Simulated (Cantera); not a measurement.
A freely propagating, adiabatic, planar premixed flame of H₂ : O₂ : N₂ = 1 : 0.25 : 0.94 (molar parts), equivalence ratio 2.0, unburnt at 575 K and 5.00 bar; mixture-averaged transport, grid criteria slope 0.08 and curve 0.16, no radiation.

Cantera simulation using the H2/O2 subset of GRI-Mech 3.0, which has no nitrogen chemistry; the numbers are that mechanism's predictions, not measurements. The hydrogen kinetics of GRI-Mech 3.0 are dated; newer H2 mechanisms differ, most at raised pressure. Burning velocities carry a grid error of a few per cent, more on coarse grids.

```
quantity                     before      after
------------------------  ---------  ---------
laminar burning velocity   852 cm/s   603 cm/s
thermal thickness         0.0559 mm  0.0517 mm
peak x(OH)                  0.00471    0.00388
peak x(O)                   0.00260    0.00218
peak x(HO₂)                0.000881    0.00100
```

**Question.** Name the change that produced these shifts.
A) H2 1 to 0.76 parts
B) inlet temperature 575 to 675 K
C) inlet temperature 575 to 475 K
D) H2 1 to 0.75 parts

**Answer.** C, inlet temperature 575 to 475 K
